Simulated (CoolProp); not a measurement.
Saturation properties of carbon monoxide.

Computed with CoolProp (reference Helmholtz-energy equation of state, Lemmon 2006). It is a short technical equation, of lower accuracy than the large ones.

| T (°C) | p (bar) | liquid density (kg/m³) | vapour density (kg/m³) | enthalpy of vaporisation (kJ/kg) | liquid cp (kJ/(kg K)) | surface tension (mN/m) |
|---|---|---|---|---|---|---|
| -181.15 | 2.856 | 745.8 | 11.44 | 198.9 | 2.205 | 7.34 |
| -176.75 | 4.129 | 724.1 | 16.23 | 191.2 | 2.253 | 6.44 |
| -172.35 | 5.773 | 701.1 | 22.45 | 182.6 | 2.320 | 5.56 |
| -168.05 | 7.794 | 677.1 | 30.24 | 173.2 | 2.410 | 4.71 |
| -163.65 | 10.34 | 650.6 | 40.42 | 162.4 | 2.540 | 3.86 |
| -159.25 | 13.44 | 621.4 | 53.52 | 150.0 | 2.731 | 3.04 |
| -154.95 | 17.06 | 589.4 | 70.22 | 135.7 | 3.024 | 2.26 |
| -150.55 | 21.44 | 551.1 | 93.34 | 117.9 | 3.564 | 1.50 |
| -146.15 | 26.61 | 502.8 | 127.4 | 94.67 | 4.873 | 0.790 |

It boils at -191.5 °C under 1 atm.

Surface tension comes from a separate correlation (Mulero 2012).
